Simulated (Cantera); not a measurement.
Input (Python, Cantera) and output of one run.

```python
import numpy as np
import cantera as ct

gas_names = [...]  # 151 gases of nasa_gas.yaml made of C, H, N, O, Si
cond_names = """
    C(gr) C6H6(L) C7H8(L) C8H18(L),n-octa H2O(s) H2O(L) Si(cr) Si(L) SiC(b) SiO2(Lqz) SiO2(hqz) SiO2(L)
    Si2N2O(s) Si3N4(a)
""".split()


# ... load() reads the species with a 1 bar reference pressure and builds the phases ...
atoms = {
    'TEOS': {'Si': 1, 'C': 8, 'H': 20, 'O': 4},
    'NO': {'N': 1, 'O': 1},
    'N2': {'N': 2},
}
top_T = {'C(gr)': 4500, 'SiC(b)': 3050, 'Si2N2O(s)': 2100, 'Si3N4(a)': 2400}  # K; cautious upper limits of use, not melting points


# ... equilibrate(T, P, feed) seeds the gas with the atoms and calls Mixture.equilibrate('TP', solver="vcs", rtol=1e-11, max_steps=5000) ...
results = []
feed = {'TEOS': 1, 'NO': 1.3, 'N2': 110}  # mol
T = 948.15  # K
P = 160  # Pa
mix = equilibrate(T, P, feed)
results.append((T, P, feed, dict(zip(mix.species_names, mix.species_moles))))
print(gas.report(threshold=0.0001))
for i in range(1, mix.n_phases):
    print(f"{mix.phase(i).name:16s} {mix.phase_moles(i):12.5e} mol")
```

It prints:

```
       temperature   948.15 K
          pressure   160 Pa
           density   0.000526 kg/m^3
  mean mol. weight   25.917 kg/kmol
   phase of matter   gas

                          1 kg             1 kmol
                     ---------------   ---------------
          enthalpy        6.4769e+05        1.6786e+07  J
   internal energy         3.435e+05        8.9024e+06  J
           entropy             10745        2.7849e+05  J/K
    Gibbs function       -9.5406e+06       -2.4726e+08  J
 heat capacity c_p            1244.1             32243  J/K
 heat capacity c_v            923.29             23928  J/K

                      mass frac. Y      mole frac. X     chem. pot. / RT
                     ---------------   ---------------   ---------------
                CO          0.028767          0.026617           -49.548
                H2         0.0062752          0.080671            -26.33
                N2           0.96495            0.8927           -31.277
     [ +148 minor]        7.3949e-06        7.6936e-06

C(gr)             4.70036e+00 mol
Si(cr)            0.00000e+00 mol
SiC(b)            0.00000e+00 mol
SiO2(hqz)         1.00000e+00 mol
Si2N2O(s)         0.00000e+00 mol
Si3N4(a)          0.00000e+00 mol
```

Cantera equilibrium calculation (NASA polynomials, part measured and part estimated; ideal gas, pure solids and liquids). The feed counts by its element totals alone.
